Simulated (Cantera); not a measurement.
A Cantera script and what it prints.

```python
import numpy as np
import cantera as ct

gas_names = """
    F F2 FS2F,fluorodisu N NF NF2 NF3 N2 S SF SF2 SF3 SF4 SF5 SF6 SN S2 S2F2,thiothiony S8 Si SiF SiF2
    SiF3 SiF4 SiN SiS Si2 Si2N Si3
""".split()
cond_names = """
    S(cr1) S(cr2) S(L) Si(cr) Si(L) Si3N4(a)
""".split()


# ... load() reads the species with a 1 bar reference pressure and builds the phases ...
atoms = {
    'Si': {'Si': 1},
    'NF3': {'N': 1, 'F': 3},
    'SF6': {'S': 1, 'F': 6},
}
top_T = {'Si3N4(a)': 2400}  # K; cautious upper limits of use, not melting points


# ... equilibrate(T, P, feed) seeds the gas with the atoms and calls Mixture.equilibrate('TP', solver="vcs", rtol=1e-11, max_steps=5000) ...
results = []
feed = {'Si': 1, 'NF3': 2.8, 'SF6': 0.97}  # mol
P = 110  # Pa
for T in [1275, 1325, 1375, 1425, 1475, 1525, 1575, 1625]:
    mix = equilibrate(T, P, feed)
    results.append((T, P, feed, dict(zip(mix.species_names, mix.species_moles))))

top = {s: max(r[3][s] / sum(r[3][g] for g in gas_names) for r in results) for s in gas_names}
cols = sorted((s for s in top if top[s] > 1e-06), key=lambda s: -top[s])[:6]
seen = [c for c in cond_names if any(r[3].get(c, 0) > 1e-12 for r in results)]
print("log10 of partial pressures in bar; condensed amounts in mol")
print(f"{'T/K':>10s}" + "".join(f"{s[:9]:>10s}" for s in cols + seen))
for T, P, feed, n in results:
    ng = sum(n[g] for g in gas_names)
    print(f"{T:10.4g}" + "".join(f"{np.log10(max(n[s] / ng * P / 1e5, 1e-99)):10.3f}" for s in cols)
          + "".join(f"{n.get(c, 0):10.4g}" for c in seen))
```

Output:

```
log10 of partial pressures in bar; condensed amounts in mol
       T/K         F        N2      SiF4       SF6       SF4       SF2
      1275    -3.203    -3.706    -3.853    -3.881    -5.330   -10.040
      1325    -3.188    -3.727    -3.873    -4.001    -4.524    -8.300
      1375    -3.160    -3.771    -3.917    -4.416    -4.107    -7.045
      1425    -3.146    -3.795    -3.941    -5.105    -4.000    -6.136
      1475    -3.141    -3.804    -3.950    -5.877    -4.013    -5.385
      1525    -3.134    -3.818    -3.964    -6.683    -4.115    -4.778
      1575    -3.123    -3.841    -3.987    -7.585    -4.368    -4.377
      1625    -3.114    -3.861    -4.008    -8.615    -4.786    -4.179
```

These are equilibrium values from Cantera (NASA tables, ideal gas, pure condensed phases), not measurements of a reactor. The tables' values for SF3, SF5, S2F2 (SSF2) are old estimates; treat these amounts as uncertain.
